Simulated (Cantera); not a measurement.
A freely propagating, adiabatic, planar premixed flame of CH3OH : O2 : N2 = 1 : 1.07 : 4.03 (molar parts), unburnt at 450 K and 1.60 bar; mixture-averaged transport, grid criteria slope 0.08 and curve 0.16, no radiation.

Cantera simulation using GRI-Mech 3.0 (53 species, 325 reactions); the numbers are that mechanism's predictions, not measurements. GRI-Mech 3.0 was tuned for natural gas; its chemistry of methanol as a main component is partial and can be far from experiment. Burning velocities carry a grid error of a few per cent, more on coarse grids.

How do the results move with these cheaper or finer settings: unity-Lewis-number transport; multicomponent transport; multicomponent+Soret transport; grid criteria slope 0.5, curve 1; grid criteria slope 0.25, curve 0.5; grid criteria slope 0.03, curve 0.06?


| setting | laminar burning velocity | thermal thickness | peak x(C2H4) | peak x(O) | grid points |
|---|---|---|---|---|---|
| as above | 86.0 cm/s | 0.166 mm | 5.71e-6 | 0.00151 | 145 |
| unity-Lewis-number transport | 51.5 cm/s | 0.253 mm | 5.26e-6 | 0.00181 | 146 |
| multicomponent transport | 86.0 cm/s | 0.169 mm | 5.75e-6 | 0.00151 | 146 |
| multicomponent+Soret transport | 84.4 cm/s | 0.169 mm | 5.56e-6 | 0.00152 | 146 |
| grid criteria slope 0.5, curve 1 | 100 cm/s | 0.182 mm | 5.85e-6 | 0.00177 | 38 |
| grid criteria slope 0.25, curve 0.5 | 92.3 cm/s | 0.171 mm | 5.80e-6 | 0.00163 | 61 |
| grid criteria slope 0.03, curve 0.06 | 83.5 cm/s | 0.165 mm | 5.59e-6 | 0.00148 | 326 |
The base run took around 30 core-seconds (rough).
Unity Lewis numbers drop preferential diffusion, which matters most where H2 and H carry the flame; Soret adds thermal diffusion.
